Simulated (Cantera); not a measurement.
Input: 1 mol MgCO3, 2.5 mol CO2, 5.8 mol H2, equilibrated at 2073.15 K and 5.40 mbar.

Cantera equilibrium calculation (NASA polynomials, part measured and part estimated; ideal gas, pure solids and liquids). Candidate condensed phases: C, C6H6, C7H8, C8H18, H2O, Mg, MgCO3, MgO, Mg(OH)2; 116 gas species. Rates play no part.

Base state: H2O 0.308, CO 0.303, H2 0.293, CO2 0.0659, H 0.0194, Mg 0.00733, OH 0.00232, MgOH 0.000173 (mole fractions); condensed: MgO(s).

**Question.** What changes in the equilibrium state with this change: temperature from 2073.15 K to 925 K?

**Answer.** 
```json
[
 {"species": "H2", "before": "0.293", "after": "0.428"},
 {"species": "H2O", "before": "0.308", "after": "0.196"},
 {"species": "CO", "before": "0.303", "after": "0.196"},
 {"species": "CO2", "before": "0.0659", "after": "0.181"},
 {"species": "H", "before": "0.0194", "after": "2.32e-9"},
 {"species": "Mg", "before": "0.00733", "after": "<1e-9"},
 {"species": "OH", "before": "0.00232", "after": "<1e-9"},
 {"species": "MgOH", "before": "0.000173", "after": "<1e-9"},
 {"species": "O", "before": "0.000110", "after": "<1e-9"},
 {"species": "MgO(s), mol", "before": "0.929", "after": "1.00"}
]
```
